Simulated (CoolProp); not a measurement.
A single-stage vapour-compression cycle with R1224YDZ: evaporating at 320.15 K (dew point), condensing at 370.15 K (bubble point), superheat 10 K, subcooling 8 K, compressor efficiency 0.7, no pressure losses. Each further row changes one setting.

The numbers come from the reference Helmholtz-energy equation of state, Akasaka 2023 in CoolProp.

```json
[
 {"case": "as stated", "cooling COP": "3.60", "pressure ratio": "3.59", "discharge temperature (K)": "377.9", "refrigerating effect (kJ/kg)": "109", "volumetric capacity (kJ/m³)": "1950"},
 {"case": "evaporating temperature 325.15 K", "cooling COP": "4.19", "pressure ratio": "3.10", "discharge temperature (K)": "377.9", "refrigerating effect (kJ/kg)": "112", "volumetric capacity (kJ/m³)": "2320"},
 {"case": "condensing temperature 365.15 K", "cooling COP": "…", "pressure ratio": "…", "discharge temperature (K)": "373.3", "refrigerating effect (kJ/kg)": "116", "volumetric capacity (kJ/m³)": "2070"},
 {"case": "subcooling 13 K", "cooling COP": "3.82", "pressure ratio": "3.59", "discharge temperature (K)": "377.9", "refrigerating effect (kJ/kg)": "116", "volumetric capacity (kJ/m³)": "2070"},
 {"case": "superheat 20 K", "cooling COP": "3.71", "pressure ratio": "3.59", "discharge temperature (K)": "387.6", "refrigerating effect (kJ/kg)": "…", "volumetric capacity (kJ/m³)": "…"},
 {"case": "compressor efficiency 0.6", "cooling COP": "3.09", "pressure ratio": "3.59", "discharge temperature (K)": "382.6", "refrigerating effect (kJ/kg)": "109", "volumetric capacity (kJ/m³)": "1950"}
]
```

Question: Complete the blanks.

Answer: 
- condensing temperature 365.15 K, cooling COP: 4.16
- condensing temperature 365.15 K, pressure ratio: 3.21
- superheat 20 K, refrigerating effect (kJ/kg): 118
- superheat 20 K, volumetric capacity (kJ/m³): 2030
